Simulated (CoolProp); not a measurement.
Vapour-liquid equilibrium of R1234yf (1) + isobutane (2) at 82 kPa; x and y are mole fractions of (1).

Values from CoolProp's multi-fluid Helmholtz-energy mixture model, Lemmon 2022 and Bücker 2006; pair parameters Bell 2016.

```json
[
 {"x": "0.05", "bubble temperature, mixture model (°C)": "-22.7", "bubble temperature, Raoult's law (°C)": "-18.3", "y, mixture model": "0.243", "y, Raoult's law": "0.098"},
 {"x": "0.125", "bubble temperature, mixture model (°C)": "-27.6", "bubble temperature, Raoult's law (°C)": "-20.1", "y, mixture model": "0.425", "y, Raoult's law": "0.229"},
 {"x": "0.2", "bubble temperature, mixture model (°C)": "-30.3", "bubble temperature, Raoult's law (°C)": "-21.7", "y, mixture model": "0.516", "y, Raoult's law": "0.343"},
 {"x": "0.275", "bubble temperature, mixture model (°C)": "-31.9", "bubble temperature, Raoult's law (°C)": "-23.3", "y, mixture model": "0.571", "y, Raoult's law": "0.443"},
 {"x": "0.35", "bubble temperature, mixture model (°C)": "-32.9", "bubble temperature, Raoult's law (°C)": "-24.7", "y, mixture model": "0.609", "y, Raoult's law": "0.531"},
 {"x": "0.425", "bubble temperature, mixture model (°C)": "-33.6", "bubble temperature, Raoult's law (°C)": "-26.0", "y, mixture model": "0.638", "y, Raoult's law": "0.609"},
 {"x": "0.5", "bubble temperature, mixture model (°C)": "-34.1", "bubble temperature, Raoult's law (°C)": "-27.3", "y, mixture model": "0.665", "y, Raoult's law": "0.679"},
 {"x": "0.575", "bubble temperature, mixture model (°C)": "-34.5", "bubble temperature, Raoult's law (°C)": "-28.5", "y, mixture model": "0.692", "y, Raoult's law": "0.741"},
 {"x": "0.65", "bubble temperature, mixture model (°C)": "-34.8", "bubble temperature, Raoult's law (°C)": "-29.6", "y, mixture model": "0.721", "y, Raoult's law": "0.797"},
 {"x": "0.725", "bubble temperature, mixture model (°C)": "-35.0", "bubble temperature, Raoult's law (°C)": "-30.7", "y, mixture model": "0.756", "y, Raoult's law": "0.849"},
 {"x": "0.8", "bubble temperature, mixture model (°C)": "-35.1", "bubble temperature, Raoult's law (°C)": "-31.7", "y, mixture model": "0.800", "y, Raoult's law": "0.895"},
 {"x": "0.875", "bubble temperature, mixture model (°C)": "-35.0", "bubble temperature, Raoult's law (°C)": "-32.7", "y, mixture model": "0.857", "y, Raoult's law": "0.937"},
 {"x": "0.95", "bubble temperature, mixture model (°C)": "-34.6", "bubble temperature, Raoult's law (°C)": "-33.6", "y, mixture model": "0.934", "y, Raoult's law": "0.976"}
]
```

The largest gap from Raoult's law is -8.6 K in bubble temperature, at x = 0.275. y crosses x between x = 0.8 and 0.875: the model has an azeotrope there.

Pair parameters are fitted to limited data, so mixtures are less certain than the pure fluids.
